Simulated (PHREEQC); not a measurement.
Consider water at 38 °C with 0.0017 mol K2CO3 and 3.2e-07 mol H4SiO4 per kg of water. Closed to the air; pH follows from the charge balance.

The numbers come from PHREEQC with the ion-association model, wateq4f.dat.

Problem. The ionic strength comes out as 0.00447 mol/kgw. What activity coefficients do CO3-2, OH-, HCO3-, K+ get?

Solution. CO3-2 0.75, OH- 0.93, HCO3- 0.93, K+ 0.93.

No solid was allowed to form. At this temperature some constants are extrapolated from 25 °C, and those without enthalpy data are left unchanged.
